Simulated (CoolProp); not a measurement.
Vapour-liquid equilibrium of R22 (1) + c-C4F8 (RC318) (2) at 321.7 K; x and y are mole fractions of (1).

Values from CoolProp's multi-fluid Helmholtz-energy mixture model, Kamei 1995 and Platzer 1990; pair parameters Bell 2016. This equation is an older, rougher fit; its heat capacities, sound speeds and derivatives of the liquid may be far off and weren't checked against measurements.

```json
[
 {"x": "0.05", "bubble pressure (kPa)": "661.5", "y at the bubble point": "___", "dew pressure at overall composition x (kPa)": "___", "liquid density (mol/L)": "7.162"},
 {"x": "0.2", "bubble pressure (kPa)": "867.1", "y at the bubble point": "0.403", "dew pressure at overall composition x (kPa)": "714.6", "liquid density (mol/L)": "7.708"},
 {"x": "0.35", "bubble pressure (kPa)": "1147", "y at the bubble point": "0.617", "dew pressure at overall composition x (kPa)": "819.6", "liquid density (mol/L)": "8.278"},
 {"x": "0.5", "bubble pressure (kPa)": "1405", "y at the bubble point": "0.739", "dew pressure at overall composition x (kPa)": "972.8", "liquid density (mol/L)": "___"},
 {"x": "0.65", "bubble pressure (kPa)": "1601", "y at the bubble point": "0.815", "dew pressure at overall composition x (kPa)": "1207", "liquid density (mol/L)": "___"},
 {"x": "0.8", "bubble pressure (kPa)": "___", "y at the bubble point": "___", "dew pressure at overall composition x (kPa)": "1562", "liquid density (mol/L)": "10.63"},
 {"x": "0.95", "bubble pressure (kPa)": "1856", "y at the bubble point": "0.961", "dew pressure at overall composition x (kPa)": "1846", "liquid density (mol/L)": "12.01"}
]
```

Q: What belongs in the gaps?

A: 
- 0.05, y at the bubble point: 0.097
- 0.05, dew pressure at overall composition x (kPa): 641.8
- 0.5, liquid density (mol/L): 8.907
- 0.65, liquid density (mol/L): 9.654
- 0.8, bubble pressure (kPa): 1747
- 0.8, y at the bubble point: 0.879

No azeotrope shows between x = 0.05 and 0.95.

Pair parameters are fitted to limited data, so mixtures are less certain than the pure fluids. The gap from Raoult's law changes sign with composition, which may be real or a fault of the pair parameters; it wasn't checked against measurements.
